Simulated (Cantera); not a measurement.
A closed system holds: 1 mol SiH2Cl2, 18 mol NO, held at 40.0 Pa.

Equilibrium computed with Cantera from the NASA thermochemical tables; the gas is ideal and each condensed phase is pure. Candidate condensed phases: H2O, NH4Cl, Si, SiO2, Si2N2O, Si3N4; 47 gas species. The tables hold silica as quartz up to 1696 K and as liquid above; real silica turns to tridymite and cristobalite and melts near 1996 K. Rates play no part.

Over these rows the condensed part is SiO2(condensed). Partial pressures as log10 of bar:

```
T (K)  1000/T (1/K)  log p SiO  log p N2  log p O2  log p Cl  log p HCl
-----  ------------  ---------  --------  --------  --------  ---------
1723         0.5804      -9.04     -3.73     -3.80     -4.68      -4.68
1773         0.5640      -8.37     -3.73     -3.80     -4.65      -4.72
1823         0.5485          ?     -3.73     -3.80     -4.62      -4.76
1873         0.5339      -7.15     -3.73     -3.81     -4.60      -4.80
1923         0.5200      -6.58     -3.74     -3.81     -4.58      -4.84
1973         0.5068      -6.05     -3.74     -3.82     -4.56      -4.89
```

**Question.** Fit log p(SiO) = a + b·(1000/T) to the five rows, give the apparent enthalpy, and predict the row at 1823 K.

**Answer.** Means: 1000/T = 0.5410, log p = -7.438. Sxy = -0.152087, Sxx = 0.0037424, so b = -40.64 and a = -7.438 − (-40.64)×0.5410 = 14.55.
Apparent enthalpy: −19.145 × (-40.64) = 778 kJ/mol. With the condensed phases at unit activity, SiO2(condensed) = SiO(g) + 1/2 O2(g) links this pressure to the main gases: over the six rows their terms move log p by +0.01 in all, so the slope is close to that reaction's ΔH°. The five rows lie within 0.01 of the line.
Prediction at 1823 K: 14.55 + (-40.64)×0.5485 = -7.74. The computed value is -7.74, 0.00 from the line.
